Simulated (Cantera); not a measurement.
An adiabatic, constant-volume homogeneous reactor starts with CH₄ : CO : O₂ : N₂ : H₂O = 1 : 0.44 : 3.17 : 11.9 : 4.2 (molar parts), equivalence ratio 0.70, at 1398 K and 9.87 atm. Integrator tolerance rtol = 1e-08.

Computed with Cantera and GRI-Mech 3.0 (53 species, 325 reactions).

### Question
What does this change do: CH4 1 to 2.4 parts?

### Answer
```
quantity                                                            before                                      after
---------------------------------  ---------------------------------------  -----------------------------------------
time of steepest temperature rise                                 0.589 ms                                   0.933 ms
temperature at 0.600 s                                              2584 K                                     2714 K
equilibrium temperature                                             2584 K                                     2714 K
x(CH₄) at 0.600 s                    <1e-12 (gas-phase equilibrium <1e-12)  8.15e-11 (gas-phase equilibrium 9.23e-11)
x(CO) at 0.600 s                   0.00427 (gas-phase equilibrium 0.00427)      0.0769 (gas-phase equilibrium 0.0769)
x(O₂) at 0.600 s                     0.0416 (gas-phase equilibrium 0.0416)  0.000159 (gas-phase equilibrium 0.000159)
x(O) at 0.600 s                    0.00103 (gas-phase equilibrium 0.00103)  0.000106 (gas-phase equilibrium 0.000106)
x(NO₂) at 0.600 s                  1.57e-5 (gas-phase equilibrium 1.57e-5)    6.51e-8 (gas-phase equilibrium 6.51e-8)
x(N₂O) at 0.600 s                  2.05e-6 (gas-phase equilibrium 2.05e-6)    1.45e-7 (gas-phase equilibrium 1.45e-7)
```

### Question
What does this change do: constant pressure in place of constant volume?

### Answer
| quantity | before | after |
|---|---|---|
| time of steepest temperature rise | 0.589 ms | 0.623 ms |
| temperature at 0.600 s | 2584 K | 2403 K |
| equilibrium temperature | 2584 K | 2403 K |
| x(CH₄) at 0.600 s | <1e-12 (gas-phase equilibrium <1e-12) | <1e-12 (gas-phase equilibrium <1e-12) |
| x(CO) at 0.600 s | 0.00427 (gas-phase equilibrium 0.00427) | 0.00225 (gas-phase equilibrium 0.00225) |
| x(O₂) at 0.600 s | 0.0416 (gas-phase equilibrium 0.0416) | 0.0425 (gas-phase equilibrium 0.0425) |
| x(O) at 0.600 s | 0.00103 (gas-phase equilibrium 0.00103) | 0.000576 (gas-phase equilibrium 0.000576) |
| x(NO₂) at 0.600 s | 1.57e-5 (gas-phase equilibrium 1.57e-5) | 1.04e-5 (gas-phase equilibrium 1.04e-5) |
| x(N₂O) at 0.600 s | 2.05e-6 (gas-phase equilibrium 2.05e-6) | 1.11e-6 (gas-phase equilibrium 1.11e-6) |
